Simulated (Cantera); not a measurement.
A freely propagating, adiabatic, planar premixed flame of CH₄ : C₂H₆ : C₃H₈ : O₂ : N₂ = 1 : 0.4 : 0.87 : 7.05 : 26.5 (molar parts), unburnt at 425 K and 4.40 bar; mixture-averaged transport, grid criteria slope 0.08 and curve 0.16, no radiation.

Cantera simulation using GRI-Mech 3.0 (53 species, 325 reactions); the numbers are that mechanism's predictions, not measurements. GRI-Mech 3.0 was tuned for natural gas; its chemistry of propane as a main component is partial and can be far from experiment. Burning velocities carry a grid error of a few per cent, more on coarse grids.

Problem. What does this change do: inlet temperature 425 to 650 K?

Solution. 
| quantity | before | after |
|---|---|---|
| laminar burning velocity | 53.3 cm/s | 122 cm/s |
| thermal thickness | 0.0997 mm | 0.0792 mm |
| peak x(HCN) | 8.06e-6 | 9.70e-6 |

Problem. What does this change do: C3H8 0.87 to 0.68 parts?

Solution. 
```json
[
 {"quantity": "laminar burning velocity", "before": "53.3 cm/s", "after": "49.7 cm/s"},
 {"quantity": "thermal thickness", "before": "0.0997 mm", "after": "0.107 mm"},
 {"quantity": "peak x(HCN)", "before": "8.06e-6", "after": "2.77e-6"}
]
```
